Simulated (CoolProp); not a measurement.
Vapour-liquid equilibrium of acetone (1) + p-xylene (2) at 651 kPa; x and y are mole fractions of (1).

Model: multi-fluid Helmholtz-energy mixture model, Lemmon 2006 and Zhou 2012; pair parameters Bell 2016, in CoolProp.

| x | bubble temperature (K) | y at the bubble point | dew temperature at overall composition x (K) | liquid density (mol/L) |
|---|---|---|---|---|
| 0.05 | 482.5 | 0.244 | 494.9 | (withheld) |
| 0.2 | 450.8 | 0.626 | 485.4 | 7.176 |
| 0.35 | (withheld) | 0.778 | 474.9 | 7.822 |
| 0.5 | (withheld) | 0.858 | (withheld) | (withheld) |
| 0.65 | 412.3 | 0.911 | (withheld) | 9.207 |
| 0.8 | 405.0 | 0.952 | 429.8 | 10.04 |
| 0.95 | 398.5 | 0.988 | (withheld) | 11.02 |

**Question.** Fill in the missing entries.

**Answer.** 
- 0.05, liquid density (mol/L): 6.460
- 0.35, bubble temperature (K): 432.7
- 0.5, bubble temperature (K): 421.1
- 0.5, dew temperature at overall composition x (K): 462.8
- 0.5, liquid density (mol/L): 8.482
- 0.65, dew temperature at overall composition x (K): 448.3
- 0.95, dew temperature at overall composition x (K): 405.4

No azeotrope shows between x = 0.05 and 0.95.

The pair parameters rest on a limited set of measurements; away from them the model extrapolates.
